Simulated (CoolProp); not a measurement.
Model: reference Helmholtz-energy equation of state, Gao 2022, in CoolProp.

### Question
Give the vapour pressure (MPa), vapour density (kg/m³), enthalpy of vaporisation (kJ/kg) of saturated n-perfluorohexane at 279.8, 291.7, 307.5 K.

### Answer
```
T (K)  p (MPa)  vapour density (kg/m³)  enthalpy of vaporisation (kJ/kg)
-----  -------  ----------------------  --------------------------------
279.8   0.0123                    1.81                              97.7
291.7   0.0220                    3.13                              94.8
307.5   0.0436                    5.96                              90.7
```
